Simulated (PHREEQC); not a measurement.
Consider water at 25 °C with 0.0063 mol NH4F and 0.00021 mol NH4HS per kg of water. Closed to the air; pH follows from the charge balance.

Equilibrium calculation in PHREEQC: ion-association model, phreeqc.dat.

```
Property                        Value
--------------------  ---------------
pH                               7.27
ionic strength        0.00645 mol/kgw
specific conductance        787 µS/cm
total alkalinity         0.210 meq/kg
```

```
species  molality  activity   log γ
-------  --------  --------  ------
NH4+      0.00645   0.00590  -0.038
F-        0.00630   0.00578  -0.037
HS-      0.000147  0.000135  -0.037
NH3       6.31e-5   6.32e-5   0.001
H2S       6.28e-5   6.29e-5   0.001
HF        4.61e-7   4.61e-7   0.001
OH-       2.07e-7   1.90e-7  -0.037
H+        5.74e-8   5.32e-8  -0.033
```

This is a speciation only: nothing precipitates in the calculation.
